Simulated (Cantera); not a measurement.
Input: 1 mol Ta(OEt)5, 4 mol H2O, 31 mol H2, at 1573.15 K and 110000 Pa.

These are equilibrium values from Cantera (NASA tables, ideal gas, pure condensed phases), not measurements of a reactor. Candidate condensed phases: C, C6H6, C7H8, C8H18, H2O, Ta, TaC, Ta2O5; 113 gas species. The feed counts by its element totals alone. TaC: taken at fixed stoichiometry. Condensed phases not in the tables: Ta2C. Equilibrium is a limit: real reactors are often held back by kinetics, nucleation or transport.

Base state: H2 0.840, CO 0.159, CH4 0.000479, H2O 0.000454, H 3.56e-5, CO2 2.97e-5 (mole fractions); condensed: TaC(s).

**Question.** What changes in the equilibrium state with this change: pressure from 110000 Pa to 133 Pa?

**Answer.** 
```csv
species,before,after
H2,0.840,0.840
CO,0.159,0.159
H,3.56e-5,0.00102
CH4,0.000479,2.81e-7
H2O,0.000454,1.14e-6
CO2,2.97e-5,7.44e-8
"TaC(s), mol",1.00,1.00
```
